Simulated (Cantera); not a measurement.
A closed system holds: 1 mol Al₂O₃, 1 mol H₂, 0.33 mol H₂O, held at 1.30 bar.

Method: chemical equilibrium by Gibbs-energy minimisation in Cantera with the NASA 1993 tables (ideal gas, pure condensed phases). Candidate condensed phases: Al, Al₂O₃, H₂O; 19 gas species. Gases not in the tables: Al(OH)₃. Kinetics and transport are ignored. All values below are at 1577 °C.

Base state: H₂ 0.752, H₂O 0.248, H 0.000410 (mole fractions); condensed: Al₂O₃(s).

Task: What changes in the equilibrium state with this change: pressure from 1.30 bar to 0.00133 bar?

Result: 
| species | before | after |
|---|---|---|
| H₂ | 0.752 | 0.741 |
| H₂O | 0.248 | 0.246 |
| H | 0.000410 | 0.0127 |
| OH | 9.99e-6 | 0.000312 |
| Al₂O₃(s), mol | 1.00 | 1.00 |
